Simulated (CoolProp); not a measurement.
Properties of n-heptane along the isotherm 221.95 °C.

Computed with CoolProp (reference Helmholtz-energy equation of state, Span 2003). It is a short technical equation, of lower accuracy than the large ones.

| p (kPa) | phase | speed of sound (m/s) | isothermal compressibility (1/MPa) | expansivity (1/kK) | fugacity coefficient |
|---|---|---|---|---|---|
| 87.7 | gas | 203.2 | 11.58 | 2.136 | 0.9848 |
| 137 | gas | 201.5 | 7.485 | 2.206 | 0.9762 |
| 213 | gas | 198.8 | 4.888 | 2.323 | 0.9630 |
| 331 | gas | 194.4 | 3.228 | 2.525 | 0.9426 |
| 516 | gas | 187.0 | 2.169 | 2.910 | 0.9106 |
| 803 | gas | 173.9 | 1.531 | 3.759 | 0.8610 |
| 1250 | gas | 146.6 | 1.266 | 6.633 | 0.7824 |
| 1950 | liquid | 344.1 | 0.02411 | 4.338 | 0.5598 |
| 3030 | liquid | 384.3 | 0.01836 | 3.598 | 0.3810 |
| 4720 | liquid | 434.5 | 0.01361 | 2.949 | 0.2663 |
| 7350 | liquid | 496.2 | 0.009893 | 2.401 | 0.1946 |
| 11400 | liquid | 570.4 | 0.007093 | 1.951 | 0.1521 |
| 17800 | liquid | 661.4 | 0.004991 | 1.578 | 0.1306 |
| 27700 | liquid | 769.8 | 0.003483 | 1.278 | 0.1298 |
